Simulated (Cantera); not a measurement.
Feed: 1 mol C2F6, 0.36 mol H2, at 3098.15 K and 75.0 Torr.

Method: chemical equilibrium by Gibbs-energy minimisation in Cantera with the NASA 1993 tables (ideal gas, pure condensed phases). Candidate condensed phases: C, C6H6, C7H8, C8H18; 95 gas species. The feed counts by its element totals alone. Rates play no part.

Base state: F 0.619, CF2 0.145, HF 0.136, CF 0.0872, C3 0.00858, C 0.00125, C2 0.000889, CF3 0.000847 (mole fractions); condensed: C(graphite).

What changes in the equilibrium state with this change: temperature from 3098.15 K to 3423.15 K?


```tsv
species	before	after
F	0.619	0.676
CF	0.0872	0.112
HF	0.136	0.110
CF2	0.145	0.0294
C3	0.00858	0.0476
C	0.00125	0.0115
CF4	0.000160	1.40e-6
CF3	0.000847	4.90e-5
C2H	1.16e-5	0.000114
C2	0.000889	0.00785
C4	3.81e-5	0.000313
C(graphite), mol	0.608	0
```

What changes in the equilibrium state with this change: temperature from 3098.15 K to 2223 K?


| species | before | after |
|---|---|---|
| CF4 | 0.000160 | 0.502 |
| HF | 0.136 | 0.319 |
| CF2 | 0.145 | 0.131 |
| F | 0.619 | 0.0362 |
| CF | 0.0872 | 0.000450 |
| CF3 | 0.000847 | 0.0119 |
| C2 | 0.000889 | 3.36e-9 |
| C3 | 0.00858 | 3.83e-8 |
| C(graphite), mol | 0.608 | 0.545 |
The tables' values for C2F4 are old estimates; treat these amounts as uncertain. Gases not in the tables: C2F6 and larger saturated fluorocarbons.

What changes in the equilibrium state with this change: H2 from 0.36 to 0.25 mol?


```tsv
species	before	after
F	0.619	0.644
CF2	0.145	0.157
HF	0.136	0.0952
CF	0.0872	0.0907
C2H	1.16e-5	7.84e-6
H	0.000720	0.000486
C(graphite), mol	0.608	0.541
```
